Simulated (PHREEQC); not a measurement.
0.55 g of hydrous ferric oxide (600 m²/g; 0.2 weak and 0.005 strong sites per Fe, Dzombak-Morel constants, diffuse double layer) in 1 kg of water with 0.05 mol/kgw of an inert sodium salt and 0.0035 mmol/kgw MnCl2, at 25 °C; the pH is set by adding NaOH or the inert anion's acid. The system is closed to oxygen. No CO2 enters from the air. Nothing may precipitate in this run.

Equilibrium calculation in PHREEQC: ion-association model, wateq4f.dat.

```json
[
 {"pH": "4", "Mn sorbed (%)": "0.0", "surface charge σ (C/m²)": "0.294", "surface potential ψ (mV)": "160"},
 {"pH": "4.67", "Mn sorbed (%)": "0.0", "surface charge σ (C/m²)": "0.219", "surface potential ψ (mV)": "145"},
 {"pH": "5.33", "Mn sorbed (%)": "0.6", "surface charge σ (C/m²)": "0.146", "surface potential ψ (mV)": "124"},
 {"pH": "6", "Mn sorbed (%)": "8.0", "surface charge σ (C/m²)": "0.089", "surface potential ψ (mV)": "99"},
 {"pH": "6.67", "Mn sorbed (%)": "55.8", "surface charge σ (C/m²)": "0.049", "surface potential ψ (mV)": "71"},
 {"pH": "7.33", "Mn sorbed (%)": "95.0", "surface charge σ (C/m²)": "0.022", "surface potential ψ (mV)": "40"},
 {"pH": "8", "Mn sorbed (%)": "99.7", "surface charge σ (C/m²)": "0.003", "surface potential ψ (mV)": "6"},
 {"pH": "8.67", "Mn sorbed (%)": "100.0", "surface charge σ (C/m²)": "-0.015", "surface potential ψ (mV)": "-28"},
 {"pH": "9.33", "Mn sorbed (%)": "100.0", "surface charge σ (C/m²)": "-0.039", "surface potential ψ (mV)": "-60"},
 {"pH": "10", "Mn sorbed (%)": "100.0", "surface charge σ (C/m²)": "-0.074", "surface potential ψ (mV)": "-90"},
 {"pH": "10.67", "Mn sorbed (%)": "100.0", "surface charge σ (C/m²)": "-0.125", "surface potential ψ (mV)": "-116"},
 {"pH": "11.33", "Mn sorbed (%)": "100.0", "surface charge σ (C/m²)": "-0.195", "surface potential ψ (mV)": "-137"},
 {"pH": "12", "Mn sorbed (%)": "100.0", "surface charge σ (C/m²)": "-0.280", "surface potential ψ (mV)": "-151"}
]
```
